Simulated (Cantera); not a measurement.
Charge: 1 mol SO2, 0.026 mol O2, 0.32 mol N2, a varied amount of H2, equilibrated at 2875 K and 42000 Pa.

Equilibrium computed with Cantera from the NASA thermochemical tables; the gas is ideal and each condensed phase is pure. Candidate condensed phases: H2O, H2SO4, S; 35 gas species. Kinetics and transport are ignored.

**Question.** At 1.3 mol H2, list the 4 most abundant gas species with their mole fractions, and the condensed phases.

**Answer.** H2O 0.246, H2 0.174, SO2 0.158, SO 0.143. Condensed: gas only.
